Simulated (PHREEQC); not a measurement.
A column of 0.5 m (40 cells, dispersivity 0.018 m, 300 s a shift, diffusion coefficient 3e-10 m²/s) holds 0.67 eq of the database's cation exchanger X per kg of pore water, first in equilibrium with 0.0034 mol/kgw CaCl2, 0.011 mol/kgw NH4Cl and 1e-05 mol/kgw HCl. It is flushed with 0.046 mol/kgw BaCl2, 0.074 mol/kgw CaCl2 and 1e-05 mol/kgw HCl, at 25 °C. Values are for the last cell. The system is closed to CO2. Precipitation was switched off in this run.

The series has 33 steps of pore volumes, from 0 to 8.012.

Computed with PHREEQC (ion-association model, phreeqc.dat).

Question: After how many pore volumes does Ba at the outlet first reach half of its feed value?

Answer: By 4.3 pore volumes.
